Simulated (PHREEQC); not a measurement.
# Hard or scaling water

Make-up at 20 °C: 0.15 mmol/kgw CaSO4, 0.43 mmol/kgw NaHCO3 and 0.54 mmol/kgw NaCl. Closed to the air; pH follows from the charge balance.

All values are PHREEQC results (ion-association model, wateq4f.dat), not measurements.

Precipitation was switched off in this run.

Task: What pH, ionic strength does the model give?

Result: pH 8.25; ionic strength 0.00156 mol/kgw.

Task: In which forms is Ca present?

Result: Ca+2 97 %, CaSO4 1.9 % of the Ca.
